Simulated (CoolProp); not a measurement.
A simple Rankine cycle with vinyl chloride: condensing at 298.15 K, boiler at 2.83 MPa, turbine inlet 389.2 K, turbine efficiency 0.7, pump efficiency 0.6, no recuperator. Each further row changes one setting.

Computed with CoolProp (reference Helmholtz-energy equation of state, Thol 2022).

| case | thermal efficiency (%) | net work (kJ/kg) | heat in (kJ/kg) | turbine exit temperature (K) | volume ratio over the turbine |
|---|---|---|---|---|---|
| as stated | 12.4 | 45.0 | 363 | 298.1 | 7.08 |
| turbine inlet 409.2 K | 12.8 | 50.2 | 393 | 319.4 | 6.82 |
| condensing temperature 290.15 K | 13.5 | 50.7 | 375 | 290.1 | 8.92 |
| boiler pressure 1.98 MPa | 11.0 | 42.2 | 385 | 319.2 | 4.72 |
| turbine efficiency 0.6 | 10.4 | 37.9 | 363 | 301.2 | 7.27 |

The expansion ends wet for: as stated; condensing temperature 290.15 K.
